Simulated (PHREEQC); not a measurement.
A solution holds 0.23 mol/kgw FeCl3, 0.0007 mol/kgw NiCl2 and 0.053 mol/kgw NaCl, at 25 °C. Closed to the air; pH follows from the charge balance.

The numbers come from PHREEQC with the ion-association model, wateq4f.dat.

No solid was allowed to form.

Problem. Order these Ni species by the share of Ni that they hold, largest first: Ni+2, NiCl+, NiCl2.

Solution. Ni+2 (62 %), NiCl+ (22 %), NiCl2 (16 %)

The pH is 1.91 and the ionic strength 0.786 mol/kgw. Saturation is exceeded, for instance for Hematite (slow to form), Goethite (slow to form); the values hold only as long as no solid forms. The ionic strength is past about 0.7 mol/kgw, beyond the range of this activity model, so the values are rough. Complexes and solids missing from the database can't appear.
